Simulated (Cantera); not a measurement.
## Stirred combustor or abatement burner

A perfectly stirred reactor is fed with C₂H₄ : O₂ : N₂ : CO₂ = 1 : 1.88 : 7.05 : 0.58 (molar parts), at 500000 Pa; it is adiabatic with a 373 K inlet, and is followed from long to short residence time, starting on the burning branch (τ in s: 0.046, 0.018, 0.0073, 0.0029, 0.0012, 0.00046, 0.00018, 7.2e-05, 2.9e-05, 1.1e-05, 4.5e-06).

Computed with Cantera and GRI-Mech 3.0 (53 species, 325 reactions). GRI-Mech 3.0 was tuned for natural gas; its chemistry of ethylene as a main component is partial and can be far from experiment.

```csv
τ (s),T (K),x C₂H₄,x O₂,x CO₂,x H₂O,x NO
0.046,2059,9.06e-6,0.000103,0.0785,0.124,7.90e-5
0.018,2058,1.95e-5,0.000217,0.0793,0.124,9.61e-5
0.0073,2056,3.90e-5,0.000426,0.0801,0.125,0.000109
0.0029,2052,7.47e-5,0.000800,0.0809,0.125,0.000119
0.0012,2043,0.000134,0.00140,0.0813,0.125,0.000124
0.00046,2026,0.000252,0.00252,0.0813,0.124,0.000121
0.00018,1997,0.000503,0.00468,0.0808,0.123,0.000100
7.2e-5,1937,0.00120,0.00965,0.0790,0.120,5.79e-5
2.9e-5,373,0.0951,0.179,0.0552,<1e-12,<1e-12
1.1e-5,373,0.0951,0.179,0.0552,<1e-12,<1e-12
4.5e-6,373,0.0951,0.179,0.0552,<1e-12,<1e-12
```
x: mole fraction; the columns are a selection and need not sum to one.
